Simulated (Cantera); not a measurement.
Input: 1 mol Si2H6, 1.7 mol CO2, 0.32 mol H2, equilibrated at 0.240 Torr.

Cantera equilibrium calculation (NASA polynomials, part measured and part estimated; ideal gas, pure solids and liquids). Candidate condensed phases: C, C6H6, C7H8, C8H18, H2O, Si, SiC, SiO2; 123 gas species. The feed counts by its element totals alone. Mutual solubility and eutectic melting of coexisting phases are not modelled. The tables hold silica as quartz up to 1696 K and as liquid above; real silica turns to tridymite and cristobalite and melts near 1996 K. Kinetics and transport are ignored.

x: gas mole fraction; n: condensed amount in mol.

| T (K) | x H2 | x SiO | x CO | x H | x Si | n C(graphite) | n SiC(s) | n SiO2(β-quartz) |
|---|---|---|---|---|---|---|---|---|
| 950 | 1.000 | 2.82e-9 | 5.68e-5 | 3.11e-8 | <1e-12 | 1.40 | 0.300 | 1.70 |
| 1100 | 0.989 | 2.12e-6 | 0.0108 | 1.44e-6 | <1e-12 | 1.35 | 0.318 | 1.68 |
| 1250 | 0.780 | 0.000436 | 0.219 | 2.39e-5 | 1.11e-10 | 0 | ? | 1.23 |
| 1400 | 0.717 | 0.0611 | 0.222 | 0.000230 | 1.83e-7 | 0 | ? | 1.04 |
| 1550 | 0.493 | 0.275 | 0.231 | 0.00124 | 2.04e-5 | 0 | 0.150 | 0 |
| 1700 | 0.489 | 0.274 | 0.230 | 0.00576 | 0.000537 | 0 | 0.148 | 0 |
| 1850 | 0.474 | 0.266 | 0.231 | 0.0207 | 0.00815 | 0 | ? | 0 |

Question: Fill in the missing entries.

Answer: 
- 1250, n SiC(s): 0.766
- 1400, n SiC(s): 0.672
- 1850, n SiC(s): 0.120
